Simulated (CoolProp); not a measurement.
Values from CoolProp's reference Helmholtz-energy equation of state, Lemmon 2006. It is a short technical equation, of lower accuracy than the large ones.

Task: Give the vapour pressure (bar), liquid density (kg/m³), enthalpy of vaporisation (kJ/kg), liquid cp (kJ/(kg K)) of saturated nitrous oxide at -76.95, -55.35 °C.

Result: 
```
T (°C)  p (bar)  liquid density (kg/m³)  enthalpy of vaporisation (kJ/kg)  liquid cp (kJ/(kg K))
------  -------  ----------------------  --------------------------------  ---------------------
-76.95     1.93                    1200                               361                   1.73
-55.35     5.23                    1130                               333                   1.78
```
